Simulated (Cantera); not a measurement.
Input: 1 mol C, 0.038 mol H₂O, 1.1 mol H₂, at 2098 K and 825 Torr.

Equilibrium computed with Cantera from the NASA thermochemical tables; the gas is ideal and each condensed phase is pure. Candidate condensed phases: C, C₆H₆, C₇H₈, C₈H₁₈, H₂O; 110 gas species. Kinetics and transport are ignored.

Base state: H₂ 0.963, CO 0.0323, H 0.00288, C₂H₂ (acetylene) 0.00137, CH₄ 0.000338, CH₃ 1.97e-5 (mole fractions); condensed: C(graphite).

Q: What changes in the equilibrium state with this change: temperature from 2098 K to 1075 K?

A: 
```json
[
 {"species": "H₂", "before": "0.963", "after": "0.924"},
 {"species": "CH₄", "before": "0.000338", "after": "0.0424"},
 {"species": "CO", "before": "0.0323", "after": "0.0297"},
 {"species": "H₂O", "before": "2.77e-6", "after": "0.00382"},
 {"species": "H", "before": "0.00288", "after": "1.34e-8"},
 {"species": "C₂H₂ (acetylene)", "before": "0.00137", "after": "6.95e-9"},
 {"species": "CO₂", "before": "1.88e-8", "after": "0.000132"},
 {"species": "C(graphite), mol", "before": "0.958", "after": "0.919"}
]
```

Q: What changes in the equilibrium state with this change: H₂O from 0.038 to 0.48 mol?

A: 
```
species             before     after
----------------  --------  --------
H₂                   0.963     0.763
CO                  0.0323     0.233
H                  0.00288   0.00256
H₂O                2.77e-6   1.58e-5
CH₄               0.000338  0.000212
CH₃                1.97e-5   1.39e-5
C(graphite), mol     0.958     0.515
```
